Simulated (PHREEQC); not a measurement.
Model water analysis in mg/kgw, 25 °C, pH 3.66, pe 9.7: Na 111; K 1.04; Ca 224; Mg 59.8; Cl 111; S(6) as SO4 1180; Cd 0.54; Ni 0.46; Al 62.2; Mn(2) 0.186.

Valence states are taken as typed.

Model: ion-association model, wateq4f.dat, run in PHREEQC.

Q: The ionic strength comes out as 0.0334 mol/kgw. What activity coefficients do Cd+2, Cl-, Al+3, CaHSO4+, SO4-2 get?

A: Cd+2 0.51, Cl- 0.84, Al+3 0.29, CaHSO4+ 0.84, SO4-2 0.52.

This is a speciation only: nothing precipitates in the calculation.
